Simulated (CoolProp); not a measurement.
Vapour pressure (kPa) of nitrous oxide: the reference equation beside estimates from Tc = 309.5 K, pc = 7245 kPa, ω = 0.161. Clausius-Clapeyron is anchored at 233.5 K with a constant enthalpy of vaporisation of 13.67 kJ/mol.

Model: reference Helmholtz-energy equation of state, Lemmon 2006, in CoolProp. It is a short technical equation, of lower accuracy than the large ones.

| T (K) | reference | Clausius-Clapeyron | Redlich-Kwong | Soave-Redlich-Kwong |
|---|---|---|---|---|
| 214.3 | 451.5 | 505.9 | 577.1 | 452.1 |
| 223.9 | 666.6 | 702.9 | 830.9 | 668.5 |
| 233.5 | 950.5 | 950.5 | 1156 | 954.9 |
| 243.1 | 1315 | 1255 | 1561 | 1324 |
| 252.7 | 1773 | 1623 | 2055 | 1789 |
| 262.3 | 2338 | 2059 | 2647 | 2362 |
| 271.9 | 3023 | 2568 | 3345 | 3059 |
| 281.5 | 3845 | 3156 | 4157 | 3893 |
| 291.1 | 4822 | 3826 | 5090 | 4877 |

Absolute difference from the reference over all 9 rows, mean and median: Clausius-Clapeyron 10.7 and 11.9 %, Redlich-Kwong 16.2 and 15.9 %, Soave-Redlich-Kwong 0.8 and 0.9 %.
